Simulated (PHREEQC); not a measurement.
# Alkaline etch or developer (model solution)

Consider water at 18 °C with 0.0015 mol/kgw NaOH, 0.0004 mol/kgw K2SiO3 and 0.022 mol/kgw K2CO3. Closed to the air; pH follows from the charge balance.

All values are PHREEQC results (Pitzer model, pitzer.dat), not measurements.

No solid was allowed to form.

What pH, osmotic coefficient, ionic strength does the model give?

pH 11.57; osmotic coefficient 0.882; ionic strength 0.0675 mol/kgw.

In which forms is C present?

CO3-2 96 %, HCO3- 3.5 % of the C.
